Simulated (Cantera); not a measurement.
Charge: 1 mol Si, a varied amount of Cl2, held at 37.0 mbar.

Cantera equilibrium calculation (NASA polynomials, part measured and part estimated; ideal gas, pure solids and liquids). Candidate condensed phases: Si; 9 gas species. The tables' values for SiCl3 are old estimates. Kinetics and transport are ignored.

Stable condensed phases, one row left out:

```
T in K \ n(Cl2) in mol
         1.1 1.3 1.5 1.7   2 2.3 2.7 3.1 3.5 4.1 4.7
   1650    A   A   A   A   A   A   A   A   A   A   A
   1550    B   A   A   A   A   A   A   A   A   A   A
   1450    B   A   A   A   A   A   A   A   A   A   A
   1350    B   B   B   A   A   A   A   A   A   A   A
   1150    B   B   B   B   A   A   A   A   A   A   A
   1050    B   B   B   B   A   A   A   A   A   A   A
    950    B   B   B   B   A   A   A   A   A   A   A
    850    B   B   B   B   A   A   A   A   A   A   A
    750    B   B   B   B   A   A   A   A   A   A   A
    650    B   B   B   B   A   A   A   A   A   A   A
    550    B   B   B   B   A   A   A   A   A   A   A
    450    B   B   B   B   A   A   A   A   A   A   A
```

A: gas only; B: Si.

Q: Give the row for 1250 K.

A: 1.1: Si; 1.3: Si; 1.5: Si; 1.7: Si; 2: gas only; 2.3: gas only; 2.7: gas only; 3.1: gas only; 3.5: gas only; 4.1: gas only; 4.7: gas only.
